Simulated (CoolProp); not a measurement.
Vapour-liquid equilibrium of methanol (1) + water (2) at 0.632 MPa; x and y are mole fractions of (1).

The numbers come from the multi-fluid Helmholtz-energy mixture model, de Reuck 1993 and Wagner 2002; pair parameters Bell 2016 in CoolProp.

```
x      bubble temperature, mixture model (°C)  bubble temperature, Raoult's law (°C)  y, mixture model  y, Raoult's law
-----  --------------------------------------  -------------------------------------  ----------------  ---------------
0.05                                    156.1                                  157.4             0.150            0.131
0.125                                   150.1                                  152.6             0.318            0.293
0.2                                     145.3                                  148.3             0.443            0.424
0.275                                   141.2                                  144.5             0.539            0.530
0.35                                    137.7                                  140.9             0.616            0.618
0.425                                   134.8                                  137.7             0.680            0.692
0.5                                     132.2                                  134.7             0.734            0.754
0.575                                   129.8                                  132.0             0.781            0.807
0.65                                    127.7                                  129.4             0.824            0.853
0.725                                   125.8                                  127.1             0.864            0.892
0.8                                     123.9                                  124.8             0.902            0.927
0.875                                   122.2                                  122.7             0.939            0.957
0.95                                    120.6                                  120.8             0.976            0.984
```

The largest gap from Raoult's law is -3.3 K in bubble temperature, at x = 0.275. No azeotrope shows between x = 0.05 and 0.95.

The pair parameters rest on a limited set of measurements; away from them the model extrapolates.
